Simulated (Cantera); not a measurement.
An isothermal, constant-pressure homogeneous reactor starts with 1.09 % H2, 98.9 % O2, at 1300 K and 11.3 Torr.

Cantera simulation using GRI-Mech 3.0 (53 species, 325 reactions); the numbers are that mechanism's predictions, not measurements. Radical loss at walls, strong at low pressure, is not modelled.

x: mole fraction; the columns are a selection and need not sum to one.

```tsv
t (s)	x H2	x O2	x H2O2	x H2O	x H
1.00e-5	0.0109	0.989	<1e-12	1.69e-12	5.25e-10
3.39e-5	0.0109	0.989	<1e-12	5.26e-11	1.22e-9
0.000115	0.0109	0.989	<1e-12	1.21e-9	2.17e-9
0.000389	0.0109	0.989	1.04e-11	2.34e-8	6.18e-9
0.00132	0.0109	0.989	1.10e-10	1.09e-6	1.15e-7
0.00447	(withheld)	0.983	(withheld)	(withheld)	(withheld)
0.0152	4.65e-5	0.979	1.78e-8	0.0101	0.000386
0.0514	3.96e-5	0.981	1.72e-8	0.0102	0.000301
0.174	2.47e-5	0.984	1.54e-8	0.0104	0.000145
0.590	(withheld)	0.987	(withheld)	0.0107	(withheld)
2.00	1.42e-6	0.989	4.35e-9	0.0108	1.94e-6
```

Some entries are withheld; supply them.


- 0.00447, x H2: 0.00441
- 0.00447, x H2O2: 5.71e-8
- 0.00447, x H2O: 0.00509
- 0.00447, x H: 0.000527
- 0.590, x H2: 8.20e-6
- 0.590, x H2O2: 1.06e-8
- 0.590, x H: 2.73e-5
